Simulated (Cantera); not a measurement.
Premixed flame

A freely propagating, adiabatic, planar premixed flame of CH₄ : H₂ : O₂ : N₂ = 1 : 0.055 : 1.45 : 4.2 (molar parts), unburnt at 675 K and 158 Torr; mixture-averaged transport, grid criteria slope 0.08 and curve 0.16, no radiation.

Computed with Cantera and GRI-Mech 3.0 (53 species, 325 reactions). Burning velocities carry a grid error of a few per cent, more on coarse grids.

```
z (mm)  T (K)  u (m/s)     x CH₄    x H₂     x O₂    x C₂H₆    x HCN     x CH₃
------  -----  -------  --------  ------  -------  --------  -------  --------
-3.63     675     2.13     0.149  0.0104    0.216   1.49e-7    <1e-8   3.52e-7
-2.42     678     2.15     0.148  0.0153    0.215   3.57e-6    <1e-8   4.17e-6
-1.81     688     2.20     0.146  0.0217    0.213   2.50e-5  2.38e-8   1.71e-5
-1.21     764     2.48     0.138  0.0353    0.205  0.000313  3.09e-7  0.000115
-0.604   1192     3.98    0.0963  0.0590    0.165   0.00227  4.01e-6   0.00256
-0.302   1603     5.47    0.0530  0.0711    0.114   0.00144  1.15e-5   0.00788
0        1977     6.87    0.0164  0.0764   0.0601  0.000128  2.65e-5   0.00798
0.302    2180     7.62   0.00283  0.0736   0.0257   2.42e-6  4.03e-5   0.00301
0.604    2251     7.87  0.000361  0.0695   0.0108   4.47e-8  3.81e-5  0.000619
1.21     2277     7.94   5.81e-6  0.0675  0.00317     <1e-8  1.91e-5   1.44e-5
2.42     2285     7.95     <1e-8  0.0685  0.00196     <1e-8  4.00e-6   2.07e-8
4.83     2294     7.98     <1e-8  0.0689  0.00180     <1e-8  2.94e-7     <1e-8
9.67     2308     8.01     <1e-8  0.0689  0.00162     <1e-8    <1e-8     <1e-8
```
x: mole fraction of selected species; z is measured from the peak of heat release.

```
Item                        Result
------------------------  --------
laminar burning velocity  213 cm/s
thermal thickness          1.21 mm
peak x(C₂H₆)               0.00235
peak x(HCN)                4.13e-5
peak x(CH₃)                0.00914
grid points                    140
```
